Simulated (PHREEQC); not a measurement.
Solution (25 °C): 31 mmol/kgw HF, 0.14 mmol/kgw (CH3)4NF, 0.61 mmol/kgw H4SiO4 and 4 mmol/kgw HCl. Closed to the air; pH follows from the charge balance.

Equilibrium calculation in PHREEQC: ion-association model, phreeqc.dat.

Precipitation was switched off in this run.

Task: Order these F species by the share of F that they hold, largest first: F-, HF, HF2-, SiF6-2.

Result: HF (79 %), SiF6-2 (12 %), F- (8.1 %), HF2- (1.5 %)

The pH is 2.14 and the ionic strength 0.00858 mol/kgw. Complexes and solids missing from the database can't appear. (CH3)4N+ isn't in the database: it is added as a free cation with an ion size of 4 Å. SiF6-2 is the database's only silicon fluoride.
